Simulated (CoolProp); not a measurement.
The numbers come from the reference Helmholtz-energy equation of state, Schmidt 1985 in CoolProp. Above 300 K oxygen's equation is extrapolated.

**Question.** For oxygen, give the phase and the expansivity (1/kK), viscosity (µPa s), Prandtl number at 154 K and 24.1 MPa; 198.2 K and 24.1 MPa; 286.6 K and 24.1 MPa.

**Answer.** 
- 154 K and 24.1 MPa: liquid; expansivity 5.73, viscosity 77.9, Prandtl number 1.42
- 198.2 K and 24.1 MPa: supercritical; expansivity 8.50, viscosity 43.9, Prandtl number 1.33
- 286.6 K and 24.1 MPa: supercritical; expansivity 5.25, viscosity 29.3, Prandtl number 0.929

Viscosity comes from a separate model (Lemmon 2004). Thermal conductivity comes from a separate model (Lemmon 2004).
